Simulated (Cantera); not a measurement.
Mixture: H₂ : O₂ : N₂ = 1 : 0.25 : 1.52 (molar parts), equivalence ratio 2.0, at 2550 Torr, adiabatic and at constant volume. Ignition delay is the time to a rise of 400 K.

Computed with Cantera and GRI-Mech 3.0 (53 species, 325 reactions). The hydrogen kinetics of GRI-Mech 3.0 are dated; newer H2 mechanisms differ, most at raised pressure. Where the delays flatten at high temperature, the 400 K rule measures the pace of heat release, not the induction time.

**Question.** What does this change do: pressure from 2550 Torr to 750 Torr?

**Answer.** 
```json
[
 {"quantity": "delay at 1225 K", "before": "19.9 µs", "after": "57.1 µs"},
 {"quantity": "delay at 1425 K", "before": "7.21 µs", "after": "27.2 µs"},
 {"quantity": "delay at 1625 K", "before": "4.13 µs", "after": "19.9 µs"},
 {"quantity": "delay at 1825 K", "before": "3.14 µs", "after": "19.7 µs"}
]
```

**Question.** What does this change do: pressure from 2550 Torr to 1350 Torr?

**Answer.** 
| quantity | before | after |
|---|---|---|
| delay at 1225 K | 19.9 µs | 32.8 µs |
| delay at 1425 K | 7.21 µs | 14.0 µs |
| delay at 1625 K | 4.13 µs | 8.97 µs |
| delay at 1825 K | 3.14 µs | 7.79 µs |
